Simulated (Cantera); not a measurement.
Input: 1 mol PbO, 0.25 mol CO, 0.12 mol H2, held at 875 K and 73.0 mbar.

Equilibrium computed with Cantera from the NASA thermochemical tables; the gas is ideal and each condensed phase is pure. Candidate condensed phases: C, C6H6, C7H8, C8H18, H2O, Pb, PbO, PbO2, Pb3O4; 113 gas species. Rates play no part.

Question: What is the equilibrium state?

Answer: 
```
Quantity                                     Value
--------------------------------------  ----------
x(CO2)                                       0.676
x(H2O)                                       0.324
x(H2)                                      2.91e-5
x(CO)                                      2.30e-5
x(Pb)                                      9.24e-6
n(Pb(l))                                 0.370 mol
n(PbO(yellow))                           0.630 mol
gas amount                              0.3700 mol
log10 activity of C(graphite) (absent)       -9.21
log10 activity of PbO2(s) (absent)           -9.59
```
